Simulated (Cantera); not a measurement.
## Reactions in the system C-Cl-H-Ti

Source: NASA polynomial tables (part measured, part estimated), evaluated in Cantera. Values are per mole of reaction as written; species without (g) are pure solids or liquids, kept so even where they would boil at 1 bar.

4 CH₃(g) + TiCl₄(g) ⇌ 4 CH₃Cl(g) + Ti

```
T (K)  ΔH° (kJ)  ΔS° (J/K)  ΔG° (kJ)  log10 K
-----  --------  ---------  --------  -------
898      -167.9     -198.2      10.1    -0.59
923      -167.9     -198.1      15.0    -0.85
948      -167.8     -198.1      20.0    -1.10
973      -167.7     -198.0      24.9    -1.34
998      -167.6     -197.8      29.9    -1.56
1023     -167.4     -197.7      34.8    -1.78
1048     -167.2     -197.5      39.8    -1.98
1073     -166.9     -197.2      44.7    -2.18
1098     -166.6     -196.9      49.6    -2.36
1123     -166.2     -196.5      54.5    -2.54
```
